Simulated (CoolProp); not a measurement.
The fluoroketone C6F12O (FK-5-1-12) at several states: fugacity coefficient from the reference equation and from simpler models built on Tc = 441.8 K, pc = 1869 kPa, ω = 0.471; each cubic takes its own stable root.

Model: reference Helmholtz-energy equation of state, McLinden 2015, in CoolProp.

| T (K) | p (kPa) | phase | reference |
|---|---|---|---|
| 443.6 | 313 | gas | 0.9431 |
| 418.3 | 3200 | liquid | 0.3206 |
| 393.8 | 152 | gas | 0.9570 |
| 224.9 | 17.5 | liquid | 0.02749 |

### Question
How far does each simpler model (van der Waals, Peng-Robinson) lie from the reference over these 4 states: mean and median of the absolute difference, and the worst?

### Answer
- van der Waals: mean 880.9 %, median 16.0 %, worst +3490.8 % at 224.9 K and 17.5 kPa
- Peng-Robinson: mean 5.2 %, median 0.5 %, worst +19.5 % at 224.9 K and 17.5 kPa

At some of these states van der Waals gives the other phase, because its saturation line lies elsewhere.
